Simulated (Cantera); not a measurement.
Charge: 1 mol CH3SiH3, 700 mol H2, 0.17 mol C2H4, equilibrated at 13.3 mbar.

These are equilibrium values from Cantera (NASA tables, ideal gas, pure condensed phases), not measurements of a reactor. Candidate condensed phases: C, C6H6, C7H8, C8H18, Si, SiC; 87 gas species. The feed counts by its element totals alone. Kinetics and transport are ignored. All values below are at 1998 K.

Base state: H2 0.986, H 0.0138, C2H2 (acetylene) 0.000374, Si 0.000245, SiH 1.92e-5 (mole fractions); condensed: SiC(s).

Task: What changes in the equilibrium state with this change: CH3SiH3 replaced by CH3SiCl3?

Result: 
```tsv
species	before	after
H2	0.986	0.981
H	0.0138	0.0138
HCl	0	0.00418
Cl	0	4.37e-5
Si	0.000245	0.000244
SiH	1.92e-5	1.90e-5
C2H2 (acetylene)	0.000374	0.000377
SiC(s), mol	0.794	0.790
```
